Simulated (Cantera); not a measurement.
Input (Python, Cantera) and output of one run.

```python
import numpy as np
import cantera as ct

gas_names = """
    CL CL2 H HCL H2 Si SiCL SiCL2 SiCL3 SiCL4 SiH SiHCL3 SiH2 SiH2CL2 SiH3 SiH3CL SiH4 Si2 Si3
""".split()
cond_names = """
    Si(cr) Si(L)
""".split()


# ... load() reads the species with a 1 bar reference pressure and builds the phases ...
atoms = {
    'Si3H8': {'Si': 3, 'H': 8},
    'H2': {'H': 2},
    'Cl2': {'CL': 2},
}
top_T = {}  # K; cautious upper limits of use, not melting points


# ... equilibrate(T, P, feed) seeds the gas with the atoms and calls Mixture.equilibrate('TP', solver="vcs", rtol=1e-11, max_steps=5000) ...
results = []
feed = {'Si3H8': 1, 'H2': 310, 'Cl2': 0.092}  # mol
T = 1725  # K
P = 101325  # Pa
mix = equilibrate(T, P, feed)
results.append((T, P, feed, dict(zip(mix.species_names, mix.species_moles))))
x = sorted(zip(gas.X, gas.species_names), reverse=True)
print(f"T = {T:g} K  P = {P:g} Pa  gas = {mix.phase_moles(0):.4g} mol")
print("   x: " + "  ".join(f"{s} {v:.3e}" for v, s in x if v > 1e-06))
print("   condensed (mol): " + ("  ".join(f"{mix.phase(i).name} {mix.phase_moles(i):.4g}"
      for i in range(1, mix.n_phases) if mix.phase_moles(i) > 1e-12) or "none"))
```

Output:

```
T = 1725 K  P = 101325 Pa  gas = 314.1 mol
   x: H2 9.992e-01  HCL 5.831e-04  H 1.844e-04  SiH2 1.723e-05  SiH 1.441e-06  SiH4 1.232e-06  SiCL2 1.173e-06  Si 1.002e-06
   condensed (mol): Si(L) 2.993
```

Method: chemical equilibrium by Gibbs-energy minimisation in Cantera with the NASA 1993 tables (ideal gas, pure condensed phases). The feed counts by its element totals alone. Gases not in the tables: Si2H6 and higher silanes.
